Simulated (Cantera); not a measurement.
Cantera run:

```python
import numpy as np
import cantera as ct

gas_names = [...]  # 91 gases of nasa_gas.yaml made of C, Cl, H
cond_names = """
    C(gr) C6H6(L) C7H8(L) C8H18(L),n-octa
""".split()


# ... load() reads the species with a 1 bar reference pressure and builds the phases ...
atoms = {
    'CCl4': {'C': 1, 'CL': 4},
    'H2': {'H': 2},
}
top_T = {'C(gr)': 4500}  # K; cautious upper limits of use, not melting points


# ... equilibrate(T, P, feed) seeds the gas with the atoms and calls Mixture.equilibrate('TP', solver="vcs", rtol=1e-11, max_steps=5000) ...
results = []
P = 4300  # Pa
for T in [2450, 2550, 2650, 2750, 2850, 2950, 3050, 3150, 3250]:
    for m in [0.079, 0.16, 0.34, 0.71, 1.5, 3.1, 6.4]:
        feed = {'CCl4': 1, 'H2': m}  # mol
        mix = equilibrate(T, P, feed)
        results.append((T, P, feed, dict(zip(mix.species_names, mix.species_moles))))

for T, P, feed, n in results:
    print(f"{T:7g} {feed['H2']:10.4g}  " + (" + ".join(c for c in cond_names if n.get(c, 0) > 1e-12) or "gas only"))
```

It prints:

```
   2450      0.079  C(gr)
   2450       0.16  C(gr)
   2450       0.34  C(gr)
   2450       0.71  C(gr)
   2450        1.5  C(gr)
   2450        3.1  C(gr)
   2450        6.4  C(gr)
   2550      0.079  C(gr)
   2550       0.16  C(gr)
   2550       0.34  C(gr)
   2550       0.71  C(gr)
   2550        1.5  C(gr)
   2550        3.1  C(gr)
   2550        6.4  C(gr)
   2650      0.079  C(gr)
   2650       0.16  C(gr)
   2650       0.34  C(gr)
   2650       0.71  C(gr)
   2650        1.5  C(gr)
   2650        3.1  C(gr)
   2650        6.4  C(gr)
   2750      0.079  C(gr)
   2750       0.16  C(gr)
   2750       0.34  C(gr)
   2750       0.71  C(gr)
   2750        1.5  C(gr)
   2750        3.1  C(gr)
   2750        6.4  C(gr)
   2850      0.079  C(gr)
   2850       0.16  C(gr)
   2850       0.34  C(gr)
   2850       0.71  C(gr)
   2850        1.5  C(gr)
   2850        3.1  C(gr)
   2850        6.4  C(gr)
   2950      0.079  C(gr)
   2950       0.16  C(gr)
   2950       0.34  C(gr)
   2950       0.71  C(gr)
   2950        1.5  C(gr)
   2950        3.1  C(gr)
   2950        6.4  C(gr)
   3050      0.079  C(gr)
   3050       0.16  C(gr)
   3050       0.34  C(gr)
   3050       0.71  C(gr)
   3050        1.5  C(gr)
   3050        3.1  C(gr)
   3050        6.4  gas only
   3150      0.079  C(gr)
   3150       0.16  C(gr)
   3150       0.34  C(gr)
   3150       0.71  C(gr)
   3150        1.5  C(gr)
   3150        3.1  gas only
   3150        6.4  gas only
   3250      0.079  gas only
   3250       0.16  gas only
   3250       0.34  gas only
   3250       0.71  gas only
   3250        1.5  gas only
   3250        3.1  gas only
   3250        6.4  gas only
```

Equilibrium computed with Cantera from the NASA thermochemical tables; the gas is ideal and each condensed phase is pure.
